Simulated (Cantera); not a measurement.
Charge: 1 mol Si₃N₄, 5.3 mol Cl₂, 1.5 mol N₂, 110 mol H₂, equilibrated at 1052 °C and 0.720 bar.

These are equilibrium values from Cantera (NASA tables, ideal gas, pure condensed phases), not measurements of a reactor. Candidate condensed phases: NH₄Cl, Si, Si₃N₄; 28 gas species. The tables' values for SiCl₃ are old estimates; treat these amounts as uncertain. The numbers say what is thermodynamically allowed, not how fast it happens.

Base state: H₂ 0.897, HCl 0.0897, N₂ 0.0131, SiCl₄ 0.000151, SiHCl₃ 7.71e-5, SiCl₂ 5.33e-5, SiCl₃ 3.84e-5 (mole fractions); condensed: Si₃N₄(s).

Question: What changes in the equilibrium state with this change: H₂ from 110 to 5.1 mol?

Answer: 
| species | before | after |
|---|---|---|
| HCl | 0.0897 | 0.402 |
| H₂ | 0.897 | 0.244 |
| N₂ | 0.0131 | 0.221 |
| SiCl₄ | 0.000151 | 0.125 |
| SiCl₃ | 3.84e-5 | 0.00372 |
| SiHCl₃ | 7.71e-5 | 0.00389 |
| SiCl₂ | 5.33e-5 | 0.000600 |
| SiH₂Cl₂ | 5.66e-6 | 1.73e-5 |
| Si₃N₄(s), mol | 0.987 | 0.491 |

Question: What changes in the equilibrium state with this change: Si₃N₄ replaced by BN?

Answer: 
```tsv
species	before	after
H₂	0.897	0.896
HCl	0.0897	0.0908
N₂	0.0131	0.0128
SiCl₄	0.000151	0
SiHCl₃	7.71e-5	0
SiCl₂	5.33e-5	0
Si₃N₄(s), mol	0.987	0
BN(s), mol	0	1.000
```
Further candidate phases: B, BN.
